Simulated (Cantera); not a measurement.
Input (Python, Cantera) and output of one run.

```python
import numpy as np
import cantera as ct

gas_names = [...]  # 91 gases of nasa_gas.yaml made of C, Cl, H
cond_names = """
    C(gr) C6H6(L) C7H8(L) C8H18(L),n-octa
""".split()


# ... load() reads the species with a 1 bar reference pressure and builds the phases ...
atoms = {
    'CH3Cl': {'C': 1, 'H': 3, 'CL': 1},
    'HCl': {'H': 1, 'CL': 1},
    'H2': {'H': 2},
}
top_T = {'C(gr)': 4500}  # K; cautious upper limits of use, not melting points


# ... equilibrate(T, P, feed) seeds the gas with the atoms and calls Mixture.equilibrate('TP', solver="vcs", rtol=1e-11, max_steps=5000) ...
results = []
feed = {'CH3Cl': 1, 'HCl': 0.33, 'H2': 20}  # mol
P = 13332.2  # Pa
for T in [1623, 1723, 1823, 1923, 2023, 2123, 2223, 2323, 2423, 2523, 2623]:
    mix = equilibrate(T, P, feed)
    results.append((T, P, feed, dict(zip(mix.species_names, mix.species_moles))))

top = {s: max(r[3][s] / sum(r[3][g] for g in gas_names) for r in results) for s in gas_names}
cols = sorted((s for s in top if top[s] > 0.001), key=lambda s: -top[s])[:8]
seen = [c for c in cond_names if any(r[3].get(c, 0) > 1e-12 for r in results)]
print("log10 of partial pressures in bar; condensed amounts in mol")
print(f"{'T/K':>10s}" + "".join(f"{s[:9]:>10s}" for s in cols + seen))
for T, P, feed, n in results:
    ng = sum(n[g] for g in gas_names)
    print(f"{T:10.4g}" + "".join(f"{np.log10(max(n[s] / ng * P / 1e5, 1e-99)):10.3f}" for s in cols)
          + "".join(f"{n.get(c, 0):10.4g}" for c in seen))
```

It prints:

```
log10 of partial pressures in bar; condensed amounts in mol
       T/K        H2         H       HCL C2H2,acet        CL     C(gr)
      1623    -0.902    -4.611    -2.100    -5.360    -5.913    0.9946
      1723    -0.902    -4.190    -2.100    -4.945    -5.499    0.9935
      1823    -0.902    -3.814    -2.101    -4.577    -5.130    0.9892
      1923    -0.903    -3.477    -2.102    -4.249    -4.800    0.9796
      2023    -0.904    -3.174    -2.103    -3.953    -4.501    0.9614
      2123    -0.907    -2.899    -2.106    -3.688    -4.232    0.9297
      2223    -0.911    -2.649    -2.110    -3.448    -3.987    0.8782
      2323    -0.917    -2.421    -2.116    -3.232    -3.764    0.7984
      2423    -0.926    -2.214    -2.126    -3.038    -3.562    0.6808
      2523    -0.940    -2.026    -2.141    -2.864    -3.379    0.5144
      2623    -0.959    -1.855    -2.162    -2.711    -3.213    0.2872
```

Equilibrium computed with Cantera from the NASA thermochemical tables; the gas is ideal and each condensed phase is pure.
